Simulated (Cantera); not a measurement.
Mixture: C₃H₈ : O₂ : N₂ = 1 : 4.17 : 15.7 (molar parts), equivalence ratio 1.2, at 29300 Torr, adiabatic and at constant pressure. Ignition delay is the time to a rise of 400 K.

Cantera simulation using GRI-Mech 3.0 (53 species, 325 reactions); the numbers are that mechanism's predictions, not measurements. GRI-Mech 3.0 was tuned for natural gas; its chemistry of propane as a main component is partial and can be far from experiment. The pressure lies above the range GRI-Mech 3.0 was tuned for (to about 10 atm).

Problem. Predict: delay at 1300 K; delay at 1450 K; delay at 1600 K; delay at 1750 K; delay at 1900 K; apparent activation energy between 1825 and 1975 K.

Solution. 
* **delay at 1300 K**: 0.122 ms
* **delay at 1450 K**: 16.2 µs
* **delay at 1600 K**: 3.43 µs
* **delay at 1750 K**: 1.12 µs
* **delay at 1900 K**: 0.509 µs
* **apparent activation energy between 1825 and 1975 K**: 130 kJ/mol
